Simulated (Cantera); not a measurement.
An adiabatic, constant-pressure homogeneous reactor starts with 10.7 % CH4, 1.50 % H2, 18.4 % O2, 69.4 % N2, equivalence ratio 1.2, at 1000 K and 3.50 bar.

Model: GRI-Mech 3.0 (53 species, 325 reactions), integrated in Cantera.

Problem. Predict: time of steepest temperature rise; temperature at 0.500 s; equilibrium temperature; x(H2) at 0.500 s; x(O2) at 0.500 s; x(NO) at 0.500 s; x(NO2) at 0.500 s.

Solution. 
```json
{
  "time_of_steepest_temperature_rise": "32.3 ms",
  "temperature at 0.500 s": "2602 K",
  "equilibrium_temperature": "2602 K",
  "x(H2) at 0.500 s": "0.0277 (gas-phase equilibrium 0.0277)",
  "x(O2) at 0.500 s": "0.00122 (gas-phase equilibrium 0.00122)",
  "x(NO) at 0.500 s": "0.00193 (gas-phase equilibrium 0.00193)",
  "x(NO2) at 0.500 s": "2.20e-7 (gas-phase equilibrium 2.20e-7)"
}
```
